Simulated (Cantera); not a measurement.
A closed system holds: 1 mol Si, 1.1 mol HCl, 1.4 mol H2, at 10000 Pa.

Method: chemical equilibrium by Gibbs-energy minimisation in Cantera with the NASA 1993 tables (ideal gas, pure condensed phases). Candidate condensed phases: Si; 19 gas species. The numbers say what is thermodynamically allowed, not how fast it happens.

### Question
What share of the Si ends up in condensed phases as a function of T (°C), at 775, 850, 925, 1000, 1075, 1150, 1225, 1300?

### Answer
```tsv
T (°C)	Si condensed (%)	as
775	72.1	Si(s)
850	72.7	Si(s)
925	72.9	Si(s)
1000	72.5	Si(s)
1075	71.2	Si(s)
1150	69.4	Si(s)
1225	67.8	Si(s)
1300	66.8	Si(s)
```
